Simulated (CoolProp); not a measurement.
n-butane along the isobar 12 MPa: Z from the reference equation and from simpler models built on Tc = 425.1 K, pc = 3.796 MPa, ω = 0.201; each cubic takes its own stable root.

Values from CoolProp's reference Helmholtz-energy equation of state, Bücker 2006.

```json
[
 {"T (K)": "315.3", "phase": "liquid", "reference": "0.4641", "van der Waals": "0.7015", "Redlich-Kwong": "0.5024"},
 {"T (K)": "335.8", "phase": "liquid", "reference": "0.4527", "van der Waals": "0.6767", "Redlich-Kwong": "0.4913"},
 {"T (K)": "356.3", "phase": "liquid", "reference": "0.4449", "van der Waals": "0.6565", "Redlich-Kwong": "0.4843"},
 {"T (K)": "376.8", "phase": "liquid", "reference": "0.4409", "van der Waals": "0.6404", "Redlich-Kwong": "0.4813"},
 {"T (K)": "397.3", "phase": "liquid", "reference": "0.4408", "van der Waals": "0.6282", "Redlich-Kwong": "0.4826"},
 {"T (K)": "417.8", "phase": "liquid", "reference": "0.4454", "van der Waals": "0.6197", "Redlich-Kwong": "0.4885"},
 {"T (K)": "438.2", "phase": "supercritical", "reference": "0.4557", "van der Waals": "0.6148", "Redlich-Kwong": "0.4995"},
 {"T (K)": "458.7", "phase": "supercritical", "reference": "0.4737", "van der Waals": "0.6136", "Redlich-Kwong": "0.5162"},
 {"T (K)": "479.2", "phase": "supercritical", "reference": "0.5019", "van der Waals": "0.6162", "Redlich-Kwong": "0.5394"},
 {"T (K)": "499.7", "phase": "supercritical", "reference": "0.5419", "van der Waals": "0.6229", "Redlich-Kwong": "0.5688"},
 {"T (K)": "520.2", "phase": "supercritical", "reference": "0.5908", "van der Waals": "0.6336", "Redlich-Kwong": "0.6034"}
]
```
